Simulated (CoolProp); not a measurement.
Carbon monoxide along the isobar 2.68 MPa: Z from the reference equation and from simpler models built on Tc = -140.3 °C, pc = 3.498 MPa, ω = 0.050; each cubic takes its own stable root.

The numbers come from the reference Helmholtz-energy equation of state, Lemmon 2006 in CoolProp. It is a short technical equation, of lower accuracy than the large ones.

```csv
T (°C),phase,reference
-160.45,liquid,0.1248
-131.45,gas,0.7503
-116.95,gas,0.8299
-102.45,gas,0.8778
-87.95,gas,0.9097
-73.45,gas,0.9324
-58.95,gas,0.9490
-44.45,gas,0.9615
-29.95,gas,0.9712
-15.45,gas,0.9788
```

Task: How far does each simpler model (van der Waals, Soave-Redlich-Kwong, Peng-Robinson) lie from the reference over these 10 states: mean and median of the absolute difference, and the worst?

Result: 
- van der Waals: mean 5.6 %, median 1.4 %, worst +44.7 % at -160.45 °C and 2.68 MPa
- Soave-Redlich-Kwong: mean 0.8 %, median 0.5 %, worst +4.2 % at -160.45 °C and 2.68 MPa
- Peng-Robinson: mean 2.3 %, median 1.5 %, worst -7.9 % at -160.45 °C and 2.68 MPa
